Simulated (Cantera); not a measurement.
What does this Cantera script print?

```python
import numpy as np
import cantera as ct

gas = ct.Solution("gri30.yaml", transport_model="mixture-averaged")
show = ['H2', 'H', 'H2O']

rows = []
print(f"{'T/K':>7s}{'rho':>11s}{'cp':>10s}{'mu':>11s}{'lambda':>11s}{'Pr':>7s}" + "".join(f"{'D_' + s:>11s}" for s in show))
for T in [400, 500, 600, 700, 800, 900, 1000]:
    gas.TPX = T, 101325, {'NO': 0.51, 'O2': 0.97, 'H2O': 0.7, 'N2O': 0.47}
    Pr = gas.cp_mass * gas.viscosity / gas.thermal_conductivity
    D = [gas.mix_diff_coeffs_mole[gas.species_index(s)] for s in show]
    rows.append([gas.density, gas.cp_mass, gas.viscosity, gas.thermal_conductivity, Pr, *D])
    print(f"{T:7g}{gas.density:11.4e}{gas.cp_mass:10.1f}{gas.viscosity:11.4e}"
          f"{gas.thermal_conductivity:11.4e}{Pr:7.3f}" + "".join(f"{d:11.4e}" for d in D))
print("SI units: kg/m3, J/kg/K, Pa s, W/m/K, m2/s")
```

It prints:

```
    T/K        rho        cp         mu     lambda     Pr       D_H2        D_H      D_H2O
    400 9.1558e-01    1112.0 2.1002e-05 3.2664e-02  0.715 1.2884e-04 2.0400e-04 3.6501e-05
    500 7.3246e-01    1154.2 2.5218e-05 4.0839e-02  0.713 1.8882e-04 3.0427e-04 5.5838e-05
    600 6.1039e-01    1196.1 2.9150e-05 4.9030e-02  0.711 2.5726e-04 4.1938e-04 7.8397e-05
    700 5.2319e-01    1235.4 3.2853e-05 5.7181e-02  0.710 3.3360e-04 5.4823e-04 1.0390e-04
    800 4.5779e-01    1270.9 3.6366e-05 6.5251e-02  0.708 4.1741e-04 6.8996e-04 1.3214e-04
    900 4.0692e-01    1302.6 3.9720e-05 7.3213e-02  0.707 5.0834e-04 8.4391e-04 1.6295e-04
   1000 3.6623e-01    1331.4 4.2935e-05 8.1053e-02  0.705 6.0610e-04 1.0095e-03 1.9618e-04
SI units: kg/m3, J/kg/K, Pa s, W/m/K, m2/s
```

Computed with Cantera and GRI-Mech 3.0 (53 species, 325 reactions). Polar gases are described roughly by these parameters.
